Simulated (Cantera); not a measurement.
Input: 1 mol SiHCl3, 5.5 mol NH3, at 1.33 mbar.

Cantera equilibrium calculation (NASA polynomials, part measured and part estimated; ideal gas, pure solids and liquids). Candidate condensed phases: NH4Cl, Si, Si3N4; 28 gas species. The tables' values for SiCl3, SiCl are old estimates; treat these amounts as uncertain. Rates play no part. All values below are at 1575 K.

Base state: H2 0.623, N2 0.201, HCl 0.115, SiCl2 0.0582, H 0.000898, SiCl3 0.000489, Cl 0.000132, SiCl 7.33e-5 (mole fractions); condensed: Si3N4(s).

Question: What changes in the equilibrium state with this change: pressure from 1.33 mbar to 4.20 mbar?

Answer: 
```
species         before    after
-------------  -------  -------
H2               0.623    0.616
N2               0.201    0.194
HCl              0.115    0.145
SiCl2           0.0582   0.0442
Si             3.45e-5  5.23e-6
SiCl4          1.08e-5  4.10e-5
Si3N4(s), mol   0.0815    0.142
```

Question: What changes in the equilibrium state with this change: NH3 from 5.5 to 43 mol?

Answer: 
```
species          before    after
-------------  --------  -------
H2                0.623    0.728
N2                0.201    0.240
HCl               0.115   0.0287
SiCl2            0.0582  0.00274
SiCl4           1.08e-5  2.69e-8
SiCl3          0.000489  5.31e-6
Si3N4(s), mol    0.0815    0.252
```
The tables' values for SiCl are old estimates; treat these amounts as uncertain.
